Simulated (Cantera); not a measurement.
Cantera run, input and output.

```python
import numpy as np
import cantera as ct

gas = ct.Solution("gri30.yaml")
gas.TPX = 375, 500000, {'CH4': 1, 'O2': 2.6, 'N2': 9.77, 'H2O': 0.43}
flame = ct.FreeFlame(gas, width=0.013)
flame.set_refine_criteria(ratio=3, slope=0.08, curve=0.16)
flame.transport_model = "mixture-averaged"
flame.solve(loglevel=0, auto=True)
z, T = flame.grid, flame.T
thick = (T[-1] - T[0]) / np.gradient(T, z).max()
show = ['CH4', 'O2', 'H2O', 'HO2', 'H2', 'H']
print(f"laminar burning velocity  {flame.velocity[0] * 100:.3f} cm/s")
print(f"burnt temperature         {T[-1]:.1f} K")
print(f"thermal thickness         {thick * 1e3:.4f} mm")
print(f"grid points               {len(z)}")
z0 = z[flame.heat_release_rate.argmax()]
print(f"{'z/mm':>9s}{'T/K':>9s}{'u/(m/s)':>9s}" + "".join(f"{s:>11s}" for s in show))
rows = []
for k in (-3, -2, -1.5, -1, -0.5, -0.25, 0, 0.25, 0.5, 1, 2, 4, 8):
    zz = z0 + k * thick
    rows.append([k * thick, np.interp(zz, z, T), np.interp(zz, z, flame.velocity),
                 *(np.interp(zz, z, flame.X[gas.species_index(s)]) for s in show)])
    print(f"{rows[-1][0] * 1e3:9.3f}{rows[-1][1]:9.1f}{rows[-1][2]:9.3f}" + "".join(f"{x:11.3e}" for x in rows[-1][3:]))
```

Result:

```
laminar burning velocity  14.885 cm/s
burnt temperature         1955.5 K
thermal thickness         0.2185 mm
grid points               124
     z/mm      T/K  u/(m/s)        CH4         O2        H2O        HO2         H2          H
   -0.656    375.8    0.149  7.239e-02  1.883e-01  3.128e-02  2.702e-08  3.220e-04  4.499e-18
   -0.437    384.3    0.153  7.183e-02  1.877e-01  3.252e-02  3.795e-07  8.296e-04  3.196e-15
   -0.328    410.5    0.163  7.031e-02  1.858e-01  3.605e-02  1.710e-06  1.369e-03  1.091e-13
   -0.219    539.8    0.216  6.335e-02  1.760e-01  5.151e-02  1.237e-05  2.262e-03  3.783e-11
   -0.109    980.0    0.394  4.003e-02  1.378e-01  9.670e-02  8.225e-05  3.384e-03  7.498e-07
   -0.055   1343.3    0.541  2.023e-02  1.024e-01  1.307e-01  1.450e-04  3.900e-03  2.297e-05
    0.000   1697.9    0.683  2.845e-03  6.485e-02  1.614e-01  1.059e-04  3.460e-03  3.085e-04
    0.055   1839.9    0.736  3.966e-05  4.980e-02  1.700e-01  2.539e-05  1.769e-03  3.924e-04
    0.109   1892.6    0.754  4.457e-07  4.629e-02  1.721e-01  1.350e-05  1.070e-03  2.191e-04
    0.219   1932.3    0.769  2.416e-10  4.442e-02  1.742e-01  5.576e-06  4.793e-04  6.439e-05
    0.437   1950.4    0.775  6.145e-14  4.384e-02  1.754e-01  2.212e-06  1.645e-04  1.337e-05
    0.874   1955.0    0.777  1.714e-14  4.375e-02  1.758e-01  1.503e-06  8.493e-05  5.352e-06
    1.748   1955.5    0.777  6.647e-15  4.375e-02  1.758e-01  1.443e-06  7.755e-05  4.738e-06
```

Cantera simulation using GRI-Mech 3.0 (53 species, 325 reactions); the numbers are that mechanism's predictions, not measurements. Burning velocities carry a grid error of a few per cent, more on coarse grids.
